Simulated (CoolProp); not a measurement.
Sulfur dioxide at several states: density (kg/m³) from the reference equation and from simpler models built on Tc = 430.6 K, pc = 78.87 bar, ω = 0.256; each cubic takes its own stable root.

Computed with CoolProp (reference Helmholtz-energy equation of state, Gao 2016).

```tsv
T (K)	p (bar)	phase	reference
410.3	2.36	gas	4.488
357.9	14.1	gas	35.06
252.3	8.55	liquid	1491
487.9	7.68	gas	12.40
```

Task: How far does each simpler model (van der Waals, Redlich-Kwong, Soave-Redlich-Kwong) lie from the reference over these 4 states: mean and median of the absolute difference, and the worst?

Result: 
- van der Waals: mean 11.6 %, median 2.6 %, worst -41.1 % at 252.3 K and 8.55 bar
- Redlich-Kwong: mean 3.9 %, median 1.3 %, worst -13.1 % at 252.3 K and 8.55 bar
- Soave-Redlich-Kwong: mean 3.0 %, median 0.7 %, worst -10.5 % at 252.3 K and 8.55 bar
